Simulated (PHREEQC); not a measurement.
1.4 g of hydrous ferric oxide (600 m²/g; 0.2 weak and 0.005 strong sites per Fe, Dzombak-Morel constants, diffuse double layer) in 1 kg of water with 0.1 mol/kgw of an inert sodium salt and 7.1e-06 mol/kgw MnCl2, at 25 °C; the pH is set by adding NaOH or the inert anion's acid. No oxygen is let in. No CO2 enters from the air. Nothing may precipitate in this run.

Base run: PHREEQC, ion-association model, wateq4f.dat. Each further column changes one thing. The table gives surface potential ψ (mV).

```csv
pH,base,background salt from 0.1 to 0.01 mol/kgw,oxide from 1.4 to 7 g/kgw,0.013 mol/kgw NiCl2 added
3,152,201,151,144
3.75,149,[?],148,142
4.5,138,169,137,[?]
4.88,129,[?],129,125
5.62,107,[?],107,106
6.38,79,92,79,[?]
7.12,47,54,47,103
7.5,30,34,[?],105
8.25,-7,[?],-7,105
9,-42,-49,-42,105
```

Some entries are withheld; supply them.


- 3.75, background salt from 0.1 to 0.01 mol/kgw: 190
- 4.5, 0.013 mol/kgw NiCl2 added: 133
- 4.88, background salt from 0.1 to 0.01 mol/kgw: 156
- 5.62, background salt from 0.1 to 0.01 mol/kgw: 127
- 6.38, 0.013 mol/kgw NiCl2 added: 98
- 7.5, oxide from 1.4 to 7 g/kgw: 29
- 8.25, background salt from 0.1 to 0.01 mol/kgw: -8

The oxide is taken as insoluble; below pH 4 it would dissolve. In at least one series the solution becomes supersaturated in solids that the run did not let form, among them Ni(OH)2.
